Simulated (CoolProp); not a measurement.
2000 sccm (0 °C, 1 atm) of nitrogen bubbles through liquid decamethyltetrasiloxane (MD2M) at 334.4 K and leaves saturated at a total pressure of 0.0127 MPa (ideal gas phase). Each further row changes one setting.

Model: reference Helmholtz-energy equation of state, Thol 2017, in CoolProp.

| case | vapour pressure (kPa) | mole fraction of vapour | delivery (mg/min) | delivery (sccm) | change of delivery for a bath 1 K warmer (%) |
|---|---|---|---|---|---|
| as stated | 0.635 | 0.0500 | 1460 | 105 | 6.4 |
| bath temperature 339.4 K | 0.848 | 0.0668 | 1980 | 143 | 6.3 |
| total pressure 0.0254 MPa | 0.635 | 0.0250 | 711 | 51.3 | 6.2 |
